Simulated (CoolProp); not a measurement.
Properties of n-perfluorohexane along the isotherm 176.85 °C.

Values from CoolProp's reference Helmholtz-energy equation of state, Gao 2022.

| p (bar) | phase | density (kg/m³) | cv (kJ/(kg K)) | speed of sound (m/s) | expansivity (1/kK) | fugacity coefficient |
|---|---|---|---|---|---|---|
| 2.37 | gas | 22.51 | 0.9860 | 101.6 | 2.649 | 0.9534 |
| 4.75 | gas | 47.75 | 0.9901 | 96.12 | 3.230 | 0.9071 |
| 7.12 | gas | 76.46 | 0.9951 | 89.97 | 4.059 | 0.8615 |
| 9.5 | gas | 110.5 | 1.001 | 82.89 | 5.350 | 0.8159 |
| 11.9 | gas | 153.2 | 1.010 | 74.45 | 7.644 | 0.7697 |
| 14.2 | gas | 209.1 | 1.021 | 64.50 | 12.43 | (withheld) |
| 16.6 | gas | 311.0 | 1.041 | 50.47 | 32.25 | (withheld) |
| 19 | supercritical | 842.3 | 1.064 | 53.39 | 54.41 | 0.6185 |
| 21.4 | supercritical | 947.9 | 1.053 | 78.40 | 19.21 | (withheld) |
| 23.7 | supercritical | 994.8 | 1.047 | 94.32 | 13.10 | 0.5189 |
| 26.1 | supercritical | (withheld) | 1.044 | 107.6 | 10.24 | 0.4813 |

### Question
Some entries are withheld; supply them.

### Answer

- 14.2, fugacity coefficient: 0.7249
- 16.6, fugacity coefficient: 0.6763
- 21.4, fugacity coefficient: 0.5625
- 26.1, density (kg/m³): 1028
